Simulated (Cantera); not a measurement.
Charge: 1 mol SiH₂Cl₂, 0.0075 mol C₃H₈, 140 mol H₂, held at 1225 °C and 0.00133 bar.

These are equilibrium values from Cantera (NASA tables, ideal gas, pure condensed phases), not measurements of a reactor. Candidate condensed phases: C, C₆H₆, C₇H₈, C₈H₁₈, Si, SiC; 109 gas species. Mutual solubility and eutectic melting of coexisting phases are not modelled. Equilibrium is a limit: real reactors are often held back by kinetics, nucleation or transport.

Question: What is the equilibrium state?

Answer: 
```
Property                                    Result
--------------------------------------  ----------
x(H₂)                                        0.986
x(HCl)                                      0.0130
x(SiCl₂)                                  0.000547
x(H)                                      0.000468
x(Si)                                      7.55e-6
x(Cl)                                      4.97e-6
x(SiCl)                                    2.67e-6
x(SiH₂)                                    1.44e-6
n(Si(s))                                 0.898 mol
n(SiC(s))                               0.0225 mol
gas amount                               142.1 mol
log10 activity of C(graphite) (absent)       -2.14
```
